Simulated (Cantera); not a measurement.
## Moist CO burnout

An isothermal, constant-pressure homogeneous reactor starts with 0.179 % CO, 0.249 % O₂, 0.0905 % H₂O, 99.5 % N₂, equivalence ratio 0.36, at 1475 K and 101000 Pa.

Detailed kinetics in Cantera: GRI-Mech 3.0 (53 species, 325 reactions).

```
t (s)         x CO     x O₂     x H₂O     x N₂O      x H₂       x O
--------  --------  -------  --------  --------  --------  --------
0.000200   0.00179  0.00249  0.000905    <1e-12  2.67e-12   1.46e-9
0.000569   0.00179  0.00249  0.000905  1.83e-12  6.55e-11   4.50e-9
0.00162    0.00179  0.00249  0.000905  2.20e-11   1.98e-9   3.14e-8
0.00462    0.00178  0.00248  0.000903   3.98e-9   4.83e-7   5.05e-6
0.0131    0.000603  0.00183  0.000766   3.32e-7   4.13e-5  0.000202
0.0374     9.06e-5  0.00162  0.000876   4.49e-7   9.39e-6   3.48e-5
0.107      1.39e-5  0.00159  0.000898   3.75e-7   1.61e-6   5.82e-6
0.303      2.33e-6  0.00159  0.000903   1.02e-7   3.38e-7   1.24e-6
0.864      5.32e-7  0.00159  0.000904   2.37e-8   9.28e-8   3.45e-7
2.46       2.01e-7  0.00159  0.000905   9.63e-9   3.93e-8   1.47e-7
7.00       1.51e-7  0.00159  0.000905   7.48e-9   3.07e-8   1.15e-7
```
x: mole fraction; the columns are a selection and need not sum to one.

Equilibrium at this temperature and pressure: CO 1.53e-7, O₂ 0.00154, H₂O 0.000905, N₂O 7.31e-9, H₂ 3.11e-8, O 1.13e-7 (gas phase only).
